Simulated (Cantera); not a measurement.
A freely propagating, adiabatic, planar premixed flame of 5.79 % CH₄, 1.39 % H₂, 15.9 % O₂, 74.7 % N₂, 2.20 % H₂O, equivalence ratio 0.77, unburnt at 450 K and 1.00 bar; unity-Lewis-number transport, grid criteria slope 0.08 and curve 0.16, no radiation.

Detailed kinetics in Cantera: GRI-Mech 3.0 (53 species, 325 reactions). Unity Lewis numbers drop preferential diffusion, which matters most where H2 and H carry the flame. Burning velocities carry a grid error of a few per cent, more on coarse grids.

Q: Predict: laminar burning velocity; thermal thickness; peak x(H); peak x(C₂H₆).

A: 
```json
{
  "laminar_burning_velocity": "32.0 cm/s",
  "thermal_thickness": "0.619 mm",
  "peak x(H)": "0.00265",
  "peak x(C₂H₆)": "0.000288"
}
```
